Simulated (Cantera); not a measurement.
A closed system holds: 1 mol MgO, 0.098 mol HCl, 0.011 mol O2, held at 1148 K and 0.210 bar.

Cantera equilibrium calculation (NASA polynomials, part measured and part estimated; ideal gas, pure solids and liquids). The numbers say what is thermodynamically allowed, not how fast it happens.

| species | before | after |
|---|---|---|
| HCl | 0.753 | 0.678 |
| H2O | 0.0934 | 0.142 |
| Cl2 | 0.0915 | 0.142 |
| O2 | 0.0593 | 0.0370 |
| MgCl2 | 0.00106 | 2.32e-5 |
| Cl | 0.00177 | 0.000141 |
| HOCl | 1.78e-5 | 8.82e-6 |
| MgO(s), mol | 1.000 | 1.000 |
Gas species are given as mole fractions.

### Question
Which change was made?
A. O2 from 0.011 to 0.13 mol
B. temperature from 1148 K to 948.15 K
C. temperature from 1148 K to 1648.15 K
D. O2 from 0.011 to 0.035 mol

### Answer
B, temperature from 1148 K to 948.15 K. Condensed phases not in the tables: MgOHCl
